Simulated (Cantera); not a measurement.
Feed: 1 mol TEOS, 6 mol N₂O, 1.8 mol N₂, held at 0.133 bar.

Method: chemical equilibrium by Gibbs-energy minimisation in Cantera with the NASA 1993 tables (ideal gas, pure condensed phases). Candidate condensed phases: C, C₆H₆, C₇H₈, C₈H₁₈, H₂O, Si, SiC, SiO₂, Si₂N₂O, Si₃N₄; 151 gas species. The feed counts by its element totals alone. The tables hold silica as quartz up to 1696 K and as liquid above; real silica turns to tridymite and cristobalite and melts near 1996 K. The numbers say what is thermodynamically allowed, not how fast it happens.

x: gas mole fraction; n: condensed amount in mol.

| T (K) | x N₂ | x H₂ | x H₂O | x CO | x CH₄ | x CO₂ | n C(graphite) | n SiO₂(α-quartz) | n SiO₂(β-quartz) |
|---|---|---|---|---|---|---|---|---|---|
| 525 | 0.457 | 0.0301 | 0.317 | 8.28e-5 | 0.119 | 0.0759 | 4.67 | 1.00 | 0 |
| 675 | 0.418 | 0.189 | 0.208 | 0.00813 | 0.0698 | 0.107 | 4.56 | 1.00 | 0 |
| 825 | 0.354 | 0.353 | 0.0712 | 0.120 | 0.0150 | 0.0863 | ? | 1.00 | 0 |
| 975 | 0.309 | 0.382 | 0.00879 | 0.287 | 0.00245 | 0.0105 | ? | 0 | 1.00 |
| 1125 | 0.303 | 0.386 | 0.00102 | 0.308 | 0.000574 | 0.000741 | ? | 0 | 1.00 |
| 1275 | 0.302 | 0.387 | 0.000186 | 0.310 | 0.000185 | 8.97e-5 | ? | 0 | 1.00 |
| 1425 | 0.302 | 0.387 | 0.000103 | 0.310 | 3.55e-5 | 3.64e-5 | 0 | 0 | 1.000 |
| 1575 | 0.302 | 0.387 | 0.000198 | 0.310 | 3.02e-6 | 5.45e-5 | 0 | 0 | 0.995 |

**Question.** Some entries are withheld; supply them.

**Answer.** 
- 825, n C(graphite): 3.13
- 975, n C(graphite): 0.426
- 1125, n C(graphite): 0.0303
- 1275, n C(graphite): 0.000889
